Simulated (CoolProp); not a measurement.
Cyclohexane along the isotherm 490 K: Z from the reference equation and from simpler models built on Tc = 553.6 K, pc = 4081 kPa, ω = 0.209; each cubic takes its own stable root.

Model: reference Helmholtz-energy equation of state, Zhou 2014, in CoolProp.

```csv
p (kPa),phase,reference
1280,gas,0.8127
2550,liquid,0.09484
3830,liquid,0.1404
5100,liquid,0.1847
6380,liquid,0.2286
7650,liquid,0.2715
8930,liquid,0.3141
10200,liquid,0.3559
11500,liquid,0.3983
12800,liquid,0.4402
14000,liquid,0.4785
15300,liquid,0.5197
16600,liquid,0.5605
17900,liquid,0.6011
19100,liquid,0.6382
20400,liquid,0.6782
```

### Question
How far does each simpler model (Redlich-Kwong, Soave-Redlich-Kwong, Peng-Robinson) lie from the reference over these 16 states: mean and median of the absolute difference, and the worst?

### Answer
- Redlich-Kwong: mean 9.7 %, median 8.9 %, worst +18.0 % at 490 K and 2550 kPa
- Soave-Redlich-Kwong: mean 7.3 %, median 6.9 %, worst +13.0 % at 490 K and 2550 kPa
- Peng-Robinson: mean 4.0 %, median 4.4 %, worst -6.4 % at 490 K and 20400 kPa
